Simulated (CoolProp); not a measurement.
Properties of nitrogen at several states (Tc = -147.0 °C, pc = 3.396 MPa, ω = 0.037).

Values from CoolProp's reference Helmholtz-energy equation of state, Span 2000.

| T (°C) | p (MPa) | phase | Z | Prandtl number |
|---|---|---|---|---|
| 448.05 | 9.56 | supercritical | 1.040 | 0.719 |
| 49.15 | 0.142 | gas | 1.0000 | 0.715 |
| 589.85 | 0.0512 | gas | 1.000 | 0.731 |

Viscosity comes from a separate model (Lemmon 2004). Thermal conductivity comes from a separate model (Lemmon 2004).
